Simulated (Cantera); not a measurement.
Ignition delay

Mixture: CO : H2 : O2 : N2 = 1 : 0.29 : 1.32 : 4.95 (molar parts), equivalence ratio 0.49, at 760 Torr, adiabatic and at constant volume. Ignition delay is the time to a rise of 400 K.

Computed with Cantera and GRI-Mech 3.0 (53 species, 325 reactions). Below about 950 K walls govern HO2 and H2O2 in real vessels. Where the delays flatten at high temperature, the 400 K rule measures the pace of heat release, not the induction time.

```
T0 (K)  delay (ms)
------  ----------
850            528
925           11.8
1000         0.501
1075         0.199
1150         0.121
1225        0.0883
1300        0.0713
```
